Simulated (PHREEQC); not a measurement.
**Nickel, zinc or cadmium bath**

A solution holds 0.0021 mol/kgw ZnCl2, 0.036 mol/kgw NaCl and 0.24 mol/kgw FeSO4, at 25 °C. Closed to the air; pH follows from the charge balance.

Equilibrium calculation in PHREEQC: ion-association model, phreeqc.dat.

* **pH**: 5.80
* **ionic strength**: 0.526 mol/kgw
* **activity of water**: 0.993
* **specific conductance**: 19500 µS/cm
* **density**: 1.033 g/cm³

| species | molality | activity | log γ |
|---|---|---|---|
| Fe+2 | 0.124 | 0.0304 | -0.609 |
| SO4-2 | 0.119 | 0.0240 | -0.696 |
| FeSO4 | 0.115 | 0.130 | 0.053 |
| Cl- | 0.0387 | 0.0250 | -0.189 |
| Na+ | 0.0320 | 0.0229 | -0.144 |
| NaSO4- | 0.00400 | 0.00276 | -0.162 |
| FeCl+ | 0.00143 | 0.00105 | -0.134 |
| ZnSO4 | 0.000770 | 0.000869 | 0.053 |
| Zn+2 | 0.000732 | 0.000155 | -0.675 |
| Zn(SO4)2-2 | 0.000581 | 0.000169 | -0.536 |
| ZnCl+ | 1.61e-5 | 1.04e-5 | -0.189 |
| FeOH+ | 8.80e-6 | 5.97e-6 | -0.169 |
| HSO4- | 5.08e-6 | 3.73e-6 | -0.134 |

Precipitation was switched off in this run. Species that the database lacks are ignored.
